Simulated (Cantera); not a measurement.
Input: 1 mol Fe2O3, 6.9 mol CO, held at 9.30 mbar.

Equilibrium computed with Cantera from the NASA thermochemical tables; the gas is ideal and each condensed phase is pure. Candidate condensed phases: C, Fe, Fe(CO)5, FeO, Fe2O3, Fe3O4; 15 gas species. Mutual solubility and eutectic melting of coexisting phases are not modelled. The tables' stoichiometric FeO is somewhat more stable than real wüstite, so its field is too wide. FeO: taken at fixed stoichiometry. Rates play no part.

Q: Which condensed phases are stable at each of these points (T (K)): 1273, 1323, 1373, 1423, 1473, 1523, 1573, 1623, 1673, 1723, 1773, 1823, 1873, 1923?

A: 
```csv
T (K),condensed phases,Fe condensed (%)
1273,Fe(γ) + FeO(s),100.0
1323,Fe(γ) + FeO(s),100.0
1373,Fe(γ) + FeO(s),100.0
1423,Fe(γ) + FeO(s),100.0
1473,FeO(s),100.0
1523,FeO(s),100.0
1573,FeO(s),100.0
1623,FeO(s),99.9
1673,FeO(l),99.9
1723,FeO(l),99.7
1773,FeO(l),99.5
1823,FeO(l),99.0
1873,FeO(l),98.1
1923,FeO(l),96.7
```

From 1273 K to 1423 K the condensed part is Fe(γ) + FeO(s). From 1473 K to 1623 K the condensed part is FeO(s). From 1673 K to 1923 K the condensed part is FeO(l).
